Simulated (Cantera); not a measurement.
Charge: 1 mol V, 6 mol N2O, 18 mol H2, at 1425 K and 4.50e-6 bar.

Cantera equilibrium calculation (NASA polynomials, part measured and part estimated; ideal gas, pure solids and liquids). Candidate condensed phases: H2O, V, VN, VO, V2O3, V2O4, V2O5; 28 gas species. Condensed phases not in the tables: the oxides between V2O3 and V2O5 other than VO2. The numbers say what is thermodynamically allowed, not how fast it happens.

Base state: H2 0.561, N2 0.250, H2O 0.187, H 0.00241, VO2 0.000110, OH 1.76e-5 (mole fractions); condensed: V2O3(s).

Problem. What changes in the equilibrium state with this change: N2O from 6 to 0.33 mol?

Solution. 
```csv
species,before,after
H2,0.561,0.979
N2,0.250,0.0174
H,0.00241,0.00318
H2O,0.187,6.18e-6
VO2,0.000110,2.47e-8
OH,1.76e-5,<1e-9
"V2O3(s), mol",0.499,0
"V(s), mol",0,0.647
"VN(s), mol",0,0.0228
"VO(s), mol",0,0.330
```
Mutual solubility and eutectic melting of coexisting phases are not modelled. VN, VO: taken at fixed stoichiometry. Condensed phases not in the tables: solid solutions among these carbides, nitrides and lower oxides, V2N, N, O or C dissolved in the metal.

Problem. What changes in the equilibrium state with this change: N2O from 6 to 0.16 mol?

Solution. 
| species | before | after |
|---|---|---|
| H2 | 0.561 | 0.988 |
| N2 | 0.250 | 0.00880 |
| H | 0.00241 | 0.00320 |
| H2O | 0.187 | 6.23e-6 |
| VO2 | 0.000110 | 2.47e-8 |
| OH | 1.76e-5 | <1e-9 |
| V2O3(s), mol | 0.499 | 0 |
| V(s), mol | 0 | 0.840 |
| VO(s), mol | 0 | 0.160 |
Mutual solubility and eutectic melting of coexisting phases are not modelled. VO: taken at fixed stoichiometry. Condensed phases not in the tables: V2N, N, O or C dissolved in the metal.

Problem. What changes in the equilibrium state with this change: temperature from 1425 K to 2798.15 K?

Solution. 
```csv
species,before,after
H,0.00241,0.735
N2,0.250,0.122
O,6.78e-8,0.121
H2,0.561,0.000368
H2O,0.187,1.71e-7
V,<1e-9,0.0187
N,<1e-9,0.000569
VO,1.05e-7,0.00170
O2,1.07e-8,2.25e-5
NO,1.06e-7,0.000150
"V2O3(s), mol",0.499,0
```
